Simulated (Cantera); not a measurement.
A perfectly stirred reactor is fed with 2.13 % C₂H₆, 97.9 % N₂, at 0.132 atm; it is held at 1873 K, and followed from long to short residence time.

Detailed kinetics in Cantera: GRI-Mech 3.0 (53 species, 325 reactions). GRI-Mech 3.0 stops at C3 and has no aromatics, soot or wall deposition, so with more carbon than oxygen in the feed, carbon stays in small species such as C2H2 where larger ones or solid carbon would form.

**Question.** Predict: x(C₂H₆) at τ = 2.10 s; x(CH₄) at τ = 2.10 s; x(C₂H₄) at τ = 2.10 s; x(C₂H) at τ = 2.10 s; x(H) at τ = 2.10 s; x(C₂H₆) at τ = 19.0 ms; x(CH₄) at τ = 19.0 ms; x(C₂H₄) at τ = 19.0 ms; x(C₂H) at τ = 19.0 ms; x(H) at τ = 19.0 ms.

**Answer.** 
```
Item                       Value
----------------------  --------
x(C₂H₆) at τ = 2.10 s    3.94e-7
x(CH₄) at τ = 2.10 s    0.000368
x(C₂H₄) at τ = 2.10 s    4.18e-6
x(C₂H) at τ = 2.10 s     2.38e-6
x(H) at τ = 2.10 s      0.000412
x(C₂H₆) at τ = 19.0 ms   3.58e-5
x(CH₄) at τ = 19.0 ms    0.00198
x(C₂H₄) at τ = 19.0 ms  0.000184
x(C₂H) at τ = 19.0 ms    3.94e-6
x(H) at τ = 19.0 ms     0.000654
```
